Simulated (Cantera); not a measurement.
Cantera with NASA thermochemical tables; ideal gases at 1 bar, condensed phases pure. Values are per mole of reaction as written; species without (g) are pure solids or liquids, kept so even where they would boil at 1 bar.

6 COS(g) = 3 S2(g) + 6 C + 2 O3(g), with ΔH° = 1499.2 kJ and ΔS° = -192.3 J/K at 300 K.

Problem. How far is the shortcut ΔG° ≈ ΔH°(300 K) − T·ΔS°(300 K) from the full temperature-dependent value at 750, 900, 1050, 1200, 1350 K?

Solution. 
```csv
T (K),shortcut (kJ),full (kJ),difference (kJ),difference in log10 K
750,1643.4,1646.2,-2.9,0.20
900,1672.2,1676.0,-3.8,0.22
1050,1701.1,1705.5,-4.5,0.22
1200,1729.9,1734.8,-4.9,0.22
1350,1758.7,1763.9,-5.2,0.20
```
The shortcut ignores the heat-capacity change of the reaction.
